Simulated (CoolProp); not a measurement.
Vapour-liquid equilibrium of diethyl ether (1) + ethanol (2) at 405 K; x and y are mole fractions of (1).

Values from CoolProp's multi-fluid Helmholtz-energy mixture model, Thol 2014 and Schroeder 2014; pair parameters Bell 2016.

Give the bubble pressure and the first vapour's composition at x = 0.05, 0.65, 0.8. Is there an azeotrope?

x = 0.05: 0.6777 MPa, y = 0.140; x = 0.65: 1.178 MPa, y = 0.742; x = 0.8: 1.236 MPa, y = 0.838. No azeotrope shows between x = 0.05 and 0.95.

Pair parameters are fitted to limited data, so mixtures are less certain than the pure fluids.
